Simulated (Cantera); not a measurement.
A Cantera script and what it prints.

```python
import numpy as np
import cantera as ct

gas_names = [...]  # 87 gases of nasa_gas.yaml made of C, H, Si
cond_names = """
    C(gr) C6H6(L) C7H8(L) C8H18(L),n-octa Si(cr) Si(L) SiC(b)
""".split()


# ... load() reads the species with a 1 bar reference pressure and builds the phases ...
atoms = {
    'SiH4': {'Si': 1, 'H': 4},
    'C3H8': {'C': 3, 'H': 8},
    'H2': {'H': 2},
}
top_T = {'C(gr)': 4500, 'SiC(b)': 3050}  # K; cautious upper limits of use, not melting points


# ... equilibrate(T, P, feed) seeds the gas with the atoms and calls Mixture.equilibrate('TP', solver="vcs", rtol=1e-11, max_steps=5000) ...
results = []
T = 1350  # K
P = 1600  # Pa
for m in [0.12, 0.18, 0.23, 0.29, 0.35, 0.41, 0.47, 0.53, 0.59, 0.64, 0.7]:
    feed = {'SiH4': 1, 'C3H8': m, 'H2': 72}  # mol
    mix = equilibrate(T, P, feed)
    results.append((T, P, feed, dict(zip(mix.species_names, mix.species_moles))))
    x = sorted(zip(gas.X, gas.species_names), reverse=True)
    print(f"T = {T:g} K  P = {P:g} Pa  n(C3H8) = {m:g} mol  gas = {mix.phase_moles(0):.4g} mol")
    print("   x: " + "  ".join(f"{s} {v:.3e}" for v, s in x if v > 0.0001))
    print("   condensed (mol): " + ("  ".join(f"{mix.phase(i).name} {mix.phase_moles(i):.4g}"
          for i in range(1, mix.n_phases) if mix.phase_moles(i) > 1e-12) or "none"))
```

Result:

```
T = 1350 K  P = 1600 Pa  n(C3H8) = 0.12 mol  gas = 74.48 mol
   x: H2 1.000e+00
   condensed (mol): Si(cr) 0.64  SiC(b) 0.36
T = 1350 K  P = 1600 Pa  n(C3H8) = 0.18 mol  gas = 74.72 mol
   x: H2 1.000e+00
   condensed (mol): Si(cr) 0.46  SiC(b) 0.54
T = 1350 K  P = 1600 Pa  n(C3H8) = 0.23 mol  gas = 74.92 mol
   x: H2 1.000e+00
   condensed (mol): Si(cr) 0.31  SiC(b) 0.69
T = 1350 K  P = 1600 Pa  n(C3H8) = 0.29 mol  gas = 75.16 mol
   x: H2 1.000e+00
   condensed (mol): Si(cr) 0.13  SiC(b) 0.87
T = 1350 K  P = 1600 Pa  n(C3H8) = 0.35 mol  gas = 75.39 mol
   x: H2 9.999e-01
   condensed (mol): C(gr) 0.04285  SiC(b) 1
T = 1350 K  P = 1600 Pa  n(C3H8) = 0.41 mol  gas = 75.63 mol
   x: H2 9.999e-01
   condensed (mol): C(gr) 0.2228  SiC(b) 1
T = 1350 K  P = 1600 Pa  n(C3H8) = 0.47 mol  gas = 75.87 mol
   x: H2 9.999e-01
   condensed (mol): C(gr) 0.4028  SiC(b) 1
T = 1350 K  P = 1600 Pa  n(C3H8) = 0.53 mol  gas = 76.11 mol
   x: H2 9.999e-01
   condensed (mol): C(gr) 0.5828  SiC(b) 1
T = 1350 K  P = 1600 Pa  n(C3H8) = 0.59 mol  gas = 76.35 mol
   x: H2 9.999e-01
   condensed (mol): C(gr) 0.7628  SiC(b) 1
T = 1350 K  P = 1600 Pa  n(C3H8) = 0.64 mol  gas = 76.55 mol
   x: H2 9.999e-01
   condensed (mol): C(gr) 0.9127  SiC(b) 1
T = 1350 K  P = 1600 Pa  n(C3H8) = 0.7 mol  gas = 76.79 mol
   x: H2 9.999e-01
   condensed (mol): C(gr) 1.093  SiC(b) 1
```

These are equilibrium values from Cantera (NASA tables, ideal gas, pure condensed phases), not measurements of a reactor. Mutual solubility and eutectic melting of coexisting phases are not modelled.
